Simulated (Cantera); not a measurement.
A perfectly stirred reactor is fed with H2 : O2 = 0.34 : 1 (molar parts), equivalence ratio 0.17, at 23.3 Torr; it is held at 1300 K, and followed from long to short residence time.

Model: GRI-Mech 3.0 (53 species, 325 reactions), integrated in Cantera. Radical loss at walls, strong at low pressure, is not modelled. The temperature is held fixed by assumption; the heat of reaction is taken as removed at once.

Problem. What does this change do: O2 1 to 1.4 parts?

Solution. 
```csv
quantity,before,after
x(H2) at τ = 13.0 s,7.26e-5,5.49e-5
x(O2) at τ = 13.0 s,0.709,0.783
x(H2O) at τ = 13.0 s,0.290,0.216
x(H2O2) at τ = 13.0 s,1.32e-7,1.01e-7
x(HO2) at τ = 13.0 s,1.41e-6,1.15e-6
x(H2) at τ = 0.150 s,0.00133,0.000987
x(O2) at τ = 0.150 s,0.704,0.777
x(H2O) at τ = 0.150 s,0.285,0.212
x(H2O2) at τ = 0.150 s,5.94e-7,4.42e-7
x(HO2) at τ = 0.150 s,1.14e-5,9.08e-6
```

Problem. What does this change do: temperature 1300 to 1098 K?

Solution. 
| quantity | before | after |
|---|---|---|
| x(H2) at τ = 13.0 s | 7.26e-5 | 0.000128 |
| x(O2) at τ = 13.0 s | 0.709 | 0.709 |
| x(H2O) at τ = 13.0 s | 0.290 | 0.290 |
| x(H2O2) at τ = 13.0 s | 1.32e-7 | 4.17e-7 |
| x(HO2) at τ = 13.0 s | 1.41e-6 | 3.30e-6 |
| x(H2) at τ = 0.150 s | 0.00133 | 0.00216 |
| x(O2) at τ = 0.150 s | 0.704 | 0.707 |
| x(H2O) at τ = 0.150 s | 0.285 | 0.286 |
| x(H2O2) at τ = 0.150 s | 5.94e-7 | 1.31e-6 |
| x(HO2) at τ = 0.150 s | 1.14e-5 | 2.06e-5 |

Problem. What does this change do: temperature 1300 to 1450 K?

Solution. 
```
quantity                 before    after
----------------------  -------  -------
x(H2) at τ = 13.0 s     7.26e-5  7.59e-5
x(O2) at τ = 13.0 s       0.709    0.708
x(H2O) at τ = 13.0 s      0.290    0.290
x(H2O2) at τ = 13.0 s   1.32e-7  5.64e-8
x(HO2) at τ = 13.0 s    1.41e-6  8.31e-7
x(H2) at τ = 0.150 s    0.00133  0.00146
x(O2) at τ = 0.150 s      0.704    0.701
x(H2O) at τ = 0.150 s     0.285    0.283
x(H2O2) at τ = 0.150 s  5.94e-7  2.78e-7
x(HO2) at τ = 0.150 s   1.14e-5  7.48e-6
```
